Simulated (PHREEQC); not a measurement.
Solution (45 °C): 0.00074 mol PbCl2, 0.0045 mol HNO3 and 0.034 mol Zn(NO3)2 per kg of water. Closed to the air; pH follows from the charge balance.

Equilibrium calculation in PHREEQC: ion-association model, wateq4f.dat.

| quantity | before | after |
|---|---|---|
| pH | 2.44 | 2.44 |
| ZnOH+ (mol/kgw) | 2.06e-8 | 1.62e-7 |
| SI of Zincite(c) (ZnO) | -7.15 | -5.69 |

Task: Name the change that produced these shifts.
A. temperature from 45 to 80 °C
B. HNO3 replaced by Ni(NO3)2 at the same molality
C. PbCl2 left out
D. Zn(NO3)2 from 0.034 to 0.068 mol/kgw
E. temperature from 45 to 20 °C

Result: A, temperature from 45 to 80 °C

This is a speciation only: nothing precipitates in the calculation. Constants without temperature data keep their 25 °C values here.
